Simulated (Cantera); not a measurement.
An isothermal, constant-pressure homogeneous reactor starts with CH₂O : O₂ : N₂ = 0.004 : 0.0078 : 1 (molar parts), at 1600 K and 4.30 bar. Integrator tolerance rtol = 1e-08.

Detailed kinetics in Cantera: GRI-Mech 3.0 (53 species, 325 reactions).

Q: What does this change do: temperature 1600 to 1448 K?

A: 
```tsv
quantity	before	after
x(CH₂O) at 200 s	<1e-12 (gas-phase equilibrium <1e-12)	<1e-12 (gas-phase equilibrium <1e-12)
x(O₂) at 200 s	0.00374 (gas-phase equilibrium 0.00361)	0.00375 (gas-phase equilibrium 0.00368)
x(HO₂) at 200 s	5.28e-9 (gas-phase equilibrium 5.15e-9)	1.85e-9 (gas-phase equilibrium 1.82e-9)
x(N₂O) at 200 s	4.02e-8 (gas-phase equilibrium 3.96e-8)	2.05e-8 (gas-phase equilibrium 2.03e-8)
x(O) at 200 s	4.30e-7 (gas-phase equilibrium 4.23e-7)	5.80e-8 (gas-phase equilibrium 5.75e-8)
x(OH) at 200 s	8.94e-6 (gas-phase equilibrium 8.87e-6)	2.48e-6 (gas-phase equilibrium 2.47e-6)
x(H₂O) at 200 s	0.00395 (gas-phase equilibrium 0.00395)	0.00395 (gas-phase equilibrium 0.00395)
```
